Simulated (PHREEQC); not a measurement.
A solution holds 0.0027 mol TMAH and 0.0013 mol Na2SiO3 per kg of water, at 40 °C. Closed to the air; pH follows from the charge balance.

All values are PHREEQC results (ion-association model, wateq4f.dat), not measurements.

| Quantity | Value |
|---|---|
| pH | 11.11 |
| ionic strength | 0.00533 mol/kgw |
| total alkalinity | 5.30 meq/kg |

| species | molality | activity | log γ |
|---|---|---|---|
| OH- | 0.00400 | 0.00369 | -0.035 |
| (CH3)4N+ | 0.00270 | 0.00249 | -0.035 |
| Na+ | 0.00260 | 0.00240 | -0.035 |
| H3SiO4- | 0.00123 | 0.00113 | -0.035 |
| H4SiO4 | 3.71e-5 | 3.71e-5 | 0.001 |
| H2SiO4-2 | 3.32e-5 | 2.43e-5 | -0.135 |

No solid was allowed to form. Complexes and solids missing from the database can't appear. (CH3)4N+ isn't in the database: it is added as a free cation with an ion size of 4 Å. Away from 25 °C the constants follow the database's enthalpies or fits; those with neither stay at their 25 °C values.
